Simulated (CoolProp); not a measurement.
Computed with CoolProp (reference Helmholtz-energy equation of state, Lemmon 2006). It is a short technical equation, of lower accuracy than the large ones.

### Question
For CH3F (R41), give the phase and the cp (kJ/(kg K)) at 190 K and 101 kPa; 203.2 K and 101 kPa; 242.8 K and 101 kPa.

### Answer
- 190 K and 101 kPa: liquid; cp 2.07
- 203.2 K and 101 kPa: gas; cp 1.16
- 242.8 K and 101 kPa: gas; cp 1.08
